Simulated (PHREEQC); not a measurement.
A column of 1 m (30 cells, dispersivity 0.08 m, 720 s a shift, diffusion coefficient 3e-10 m²/s) holds 0.047 eq of the database's cation exchanger X per kg of pore water, first in equilibrium with 0.0018 mol/kgw PbCl2, 0.00041 mol/kgw MnCl2 and 1e-05 mol/kgw HCl. It is flushed with 0.0011 mol LiCl, 0.01 mol CdCl2, 0.0072 mol KCl and 1e-05 mol HCl per kg of water, at 15 °C. Values are for the last cell. The system is closed to CO2. Nothing may precipitate in this run.

Model: ion-association model, phreeqc.dat, run in PHREEQC.

Q: Predict Cd in solution (mol/kgw) at pore volumes = 0, 1.017, 2.617, 3.017, 5.017.

A: 
```json
[
 {"pore volumes": "0", "Cd in solution (mol/kgw)": "0"},
 {"pore volumes": "1.017", "Cd in solution (mol/kgw)": "0.000409"},
 {"pore volumes": "2.617", "Cd in solution (mol/kgw)": "0.00626"},
 {"pore volumes": "3.017", "Cd in solution (mol/kgw)": "0.00691"},
 {"pore volumes": "5.017", "Cd in solution (mol/kgw)": "0.00869"}
]
```
